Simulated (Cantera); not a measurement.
Cantera run:

```python
import numpy as np
import cantera as ct

gas_names = """
    F FO FO2 F2 F2O H HF HOF HO2 H2 H2F2 H2O H2O2 H3F3 H4F4 H5F5 H6F6 H7F7 Mg MgF MgF2 MgH MgO MgOH
    MgO2H2 Mg2 Mg2F4 O OH O2 O3
""".split()
cond_names = """
    H2O(s) H2O(L) Mg(cr) Mg(L) MgF2(s) MgF2(L) MgO(s) MgO(L) MgO2H2(s)
""".split()


# ... load() reads the species with a 1 bar reference pressure and builds the phases ...
atoms = {
    'MgF2': {'Mg': 1, 'F': 2},
    'O2': {'O': 2},
    'H2': {'H': 2},
}
top_T = {}  # K; cautious upper limits of use, not melting points


# ... equilibrate(T, P, feed) seeds the gas with the atoms and calls Mixture.equilibrate('TP', solver="vcs", rtol=1e-11, max_steps=5000) ...
results = []
T = 1473.15  # K
P = 10000  # Pa
for m in [0.46, 0.66, 0.93, 1.3, 1.9, 2.6, 3.7, 5.2]:
    feed = {'MgF2': 1, 'O2': m, 'H2': 8.4}  # mol
    mix = equilibrate(T, P, feed)
    results.append((T, P, feed, dict(zip(mix.species_names, mix.species_moles))))

top = {s: max(r[3][s] / sum(r[3][g] for g in gas_names) for r in results) for s in gas_names}
cols = sorted((s for s in top if top[s] > 1e-05), key=lambda s: -top[s])[:7]
seen = [c for c in cond_names if any(r[3].get(c, 0) > 1e-12 for r in results)]
print("log10 of partial pressures in bar; condensed amounts in mol")
print(f"{'n(O2)':>10s}" + "".join(f"{s[:9]:>10s}" for s in cols + seen))
for T, P, feed, n in results:
    ng = sum(n[g] for g in gas_names)
    print(f"{feed['O2']:10.4g}" + "".join(f"{np.log10(max(n[s] / ng * P / 1e5, 1e-99)):10.3f}" for s in cols)
          + "".join(f"{n.get(c, 0):10.4g}" for c in seen))
```

Result:

```
log10 of partial pressures in bar; condensed amounts in mol
     n(O2)        H2       H2O        HF        O2      MgF2        OH         H   MgF2(s)    MgO(s)
      0.46    -1.081    -2.460    -1.870   -14.522    -4.493    -8.401    -5.437    0.3897    0.6074
      0.66    -1.114    -2.244    -1.762   -14.024    -4.493    -8.168    -5.454    0.2019    0.7951
      0.93    -1.158    -2.037    -1.673   -13.523    -4.522    -7.940    -5.476         0    0.9972
       1.3    -1.210    -1.769    -1.673   -12.882    -4.789    -7.645    -5.502         0    0.9985
       1.9    -1.310    -1.526    -1.672   -12.195    -5.032    -7.352    -5.552         0    0.9991
       2.6    -1.468    -1.350    -1.672   -11.527    -5.207    -7.097    -5.631         0    0.9994
       3.7    -1.973    -1.167    -1.672   -10.151    -5.390    -6.662    -5.884         0    0.9996
       5.2    -6.021    -1.148    -1.716    -2.017    -5.497    -4.619    -7.908         0    0.9997
```

Method: chemical equilibrium by Gibbs-energy minimisation in Cantera with the NASA 1993 tables (ideal gas, pure condensed phases). Mutual solubility and eutectic melting of coexisting phases are not modelled.
